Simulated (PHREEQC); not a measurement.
A made-up water analysis in mg/L, 25 °C, pH 3.66, pe 12.3: Na 76.6; K 39.3; Ca 15; Mg 25.3; Cl 6.69; S(6) as SO4 344; Zn 0.937.

Valence states are taken as typed.

Model: ion-association model, phreeqc.dat, run in PHREEQC.

This is a speciation only: nothing precipitates in the calculation.

**Question.** Order these S species by the share of S that they hold, largest first: MgSO4, CaSO4, HSO4-, NaSO4-, SO4-2.

**Answer.** SO4-2 (88 %), MgSO4 (7.1 %), CaSO4 (2.0 %), HSO4- (1.4 %), NaSO4- (0.95 %)

The pH is 3.66 and the ionic strength 0.0109 mol/kgw.
